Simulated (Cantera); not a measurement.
An isothermal, constant-pressure homogeneous reactor starts with H2 : O2 : N2 = 1.5 : 1 : 1.7 (molar parts), equivalence ratio 0.75, at 1000 K and 0.957 atm.

Cantera simulation using the H2/O2 subset of GRI-Mech 3.0, which has no nitrogen chemistry; the numbers are that mechanism's predictions, not measurements. The temperature is held fixed by assumption; the heat of reaction is taken as removed at once.

x: mole fraction; the columns are a selection and need not sum to one.

| t (s) | x H2 | x O2 | x OH | x H2O | x H |
|---|---|---|---|---|---|
| 1.00e-6 | 0.357 | 0.238 | 1.47e-12 | 3.25e-12 | 5.53e-11 |
| 3.80e-6 | 0.357 | 0.238 | 8.35e-12 | 7.53e-11 | 2.09e-10 |
| 1.44e-5 | 0.357 | 0.238 | 5.18e-11 | 1.66e-9 | 1.13e-9 |
| 5.48e-5 | 0.357 | 0.238 | 1.26e-9 | 9.13e-8 | 2.65e-8 |
| 0.000208 | 0.331 | 0.226 | ___ | ___ | ___ |
| 0.000790 | 0.180 | 0.156 | 1.14e-7 | 0.215 | 6.98e-7 |
| 0.00300 | 0.179 | 0.155 | 1.69e-7 | 0.216 | 9.98e-7 |
| 0.0114 | 0.172 | 0.152 | 4.34e-7 | 0.224 | 2.19e-6 |
| 0.0433 | 0.133 | 0.134 | 5.68e-7 | 0.272 | 2.17e-6 |
| 0.164 | ___ | ___ | 5.30e-7 | ___ | ___ |
| 0.624 | 0.00242 | 0.0736 | 2.89e-7 | 0.432 | 3.12e-8 |
| 2.37 | 0.000144 | 0.0725 | 5.37e-8 | 0.435 | 3.91e-10 |
| 9.00 | 7.78e-6 | 0.0725 | 2.29e-8 | 0.435 | 1.26e-11 |

### Question
Some entries are withheld; supply them.

### Answer

- 0.000208, x OH: 0.000480
- 0.000208, x H2O: 0.0273
- 0.000208, x H: 0.00483
- 0.164, x H2: 0.0503
- 0.164, x O2: 0.0956
- 0.164, x H2O: 0.373
- 0.164, x H: 9.13e-7
